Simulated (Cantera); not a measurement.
Cantera run:

```python
import numpy as np
import cantera as ct

gas_names = """
    AL ALH ALN ALO ALOH ALO2 ALO2H AL2 AL2O AL2O2 H HALO HNO HNO2 HNO3 HO2 H2 H2O H2O2 N NH NH2 NH3
    NH2OH NO NO2 NO3 N2 N2H2 N2H4 N2O O OH O2 O3
""".split()
cond_names = """
    AL(cr) AL(L) ALN(s) AL2O3(a) AL2O3(L) H2O(s) H2O(L)
""".split()


def load(file, names, dense=False):
    # The tables refer to 1 bar. Condensed volumes are neglected.
    table = {s.name: s for s in ct.Species.list_from_file(file)}
    out = []
    for n in names:
        d = dict(table[n].input_data)
        d["thermo"] = dict(d["thermo"], **{"reference-pressure": 1e5})
        if dense:
            d["equation-of-state"] = {"model": "constant-volume", "density": "1e6 g/cm^3"}
        out.append(ct.Species.from_dict(d))
    return out


gas = ct.Solution(thermo="ideal-gas", species=load("nasa_gas.yaml", gas_names))
cond = {s.name: ct.Solution(thermo="fixed-stoichiometry", species=[s], name=s.name)
        for s in load("nasa_condensed.yaml", cond_names, dense=True)}
atoms = {
    'AlN': {'AL': 1, 'N': 1},
    'O2': {'O': 2},
    'H2': {'H': 2},
}
top_T = {'ALN(s)': 2750}  # K; cautious upper limits of use, not melting points


def equilibrate(T, P, feed):
    n = {}
    for name, mol in feed.items():
        for a, k in atoms[name].items():
            n[a] = n.get(a, 0.0) + k * mol
    gas.TPX = T, P, n
    mass = sum(n.values()) * gas.mean_molecular_weight
    gas.equilibrate("TP")
    valid = [c for c in cond.values() if c.min_temp <= T <= top_T.get(c.name, c.max_temp)]
    mix = ct.Mixture([(gas, mass / gas.mean_molecular_weight)] + [(c, 0.0) for c in valid])
    mix.T, mix.P = T, P
    mix.equilibrate("TP", solver="vcs", rtol=1e-11, max_steps=5000)
    return mix


results = []
feed = {'AlN': 1, 'O2': 10, 'H2': 15}  # mol
P = 1333.22  # Pa
for T in [950, 1025, 1100, 1175, 1250, 1325, 1400, 1475, 1550, 1625, 1700, 1775, 1850, 1925]:
    mix = equilibrate(T, P, feed)
    results.append((T, P, feed, dict(zip(mix.species_names, mix.species_moles))))
    x = sorted(zip(gas.X, gas.species_names), reverse=True)
    print(f"T = {T:g} K  P = {P:g} Pa  gas = {mix.phase_moles(0):.4g} mol")
    print("   x: " + "  ".join(f"{s} {v:.3e}" for v, s in x if v > 0.001))
    print("   condensed (mol): " + ("  ".join(f"{mix.phase(i).name} {mix.phase_moles(i):.4g}"
          for i in range(1, mix.n_phases) if mix.phase_moles(i) > 1e-12) or "none"))
```

It prints:

```
T = 950 K  P = 1333.22 Pa  gas = 17.25 mol
   x: H2O 8.696e-01  O2 1.014e-01  N2 2.898e-02
   condensed (mol): AL2O3(a) 0.5
T = 1025 K  P = 1333.22 Pa  gas = 17.25 mol
   x: H2O 8.696e-01  O2 1.014e-01  N2 2.898e-02
   condensed (mol): AL2O3(a) 0.5
T = 1100 K  P = 1333.22 Pa  gas = 17.25 mol
   x: H2O 8.696e-01  O2 1.014e-01  N2 2.898e-02
   condensed (mol): AL2O3(a) 0.5
T = 1175 K  P = 1333.22 Pa  gas = 17.25 mol
   x: H2O 8.696e-01  O2 1.014e-01  N2 2.897e-02
   condensed (mol): AL2O3(a) 0.5
T = 1250 K  P = 1333.22 Pa  gas = 17.25 mol
   x: H2O 8.695e-01  O2 1.014e-01  N2 2.897e-02
   condensed (mol): AL2O3(a) 0.5
T = 1325 K  P = 1333.22 Pa  gas = 17.25 mol
   x: H2O 8.695e-01  O2 1.014e-01  N2 2.895e-02
   condensed (mol): AL2O3(a) 0.5
T = 1400 K  P = 1333.22 Pa  gas = 17.25 mol
   x: H2O 8.694e-01  O2 1.013e-01  N2 2.894e-02
   condensed (mol): AL2O3(a) 0.5
T = 1475 K  P = 1333.22 Pa  gas = 17.25 mol
   x: H2O 8.692e-01  O2 1.013e-01  N2 2.891e-02
   condensed (mol): AL2O3(a) 0.5
T = 1550 K  P = 1333.22 Pa  gas = 17.25 mol
   x: H2O 8.688e-01  O2 1.011e-01  N2 2.887e-02
   condensed (mol): AL2O3(a) 0.5
T = 1625 K  P = 1333.22 Pa  gas = 17.26 mol
   x: H2O 8.681e-01  O2 1.009e-01  N2 2.883e-02  OH 1.542e-03
   condensed (mol): AL2O3(a) 0.5
T = 1700 K  P = 1333.22 Pa  gas = 17.27 mol
   x: H2O 8.669e-01  O2 1.007e-01  N2 2.877e-02  OH 2.622e-03
   condensed (mol): AL2O3(a) 0.5
T = 1775 K  P = 1333.22 Pa  gas = 17.28 mol
   x: H2O 8.649e-01  O2 1.003e-01  N2 2.868e-02  OH 4.257e-03  H2 1.006e-03
   condensed (mol): AL2O3(a) 0.5
T = 1850 K  P = 1333.22 Pa  gas = 17.3 mol
   x: H2O 8.615e-01  O2 9.994e-02  N2 2.857e-02  OH 6.639e-03  H2 2.000e-03
   condensed (mol): AL2O3(a) 0.5
T = 1925 K  P = 1333.22 Pa  gas = 17.34 mol
   x: H2O 8.560e-01  O2 9.952e-02  N2 2.843e-02  OH 9.986e-03  H2 3.763e-03  O 1.005e-03
   condensed (mol): AL2O3(a) 0.5
```

Method: chemical equilibrium by Gibbs-energy minimisation in Cantera with the NASA 1993 tables (ideal gas, pure condensed phases). Gases not in the tables: Al(OH)3.
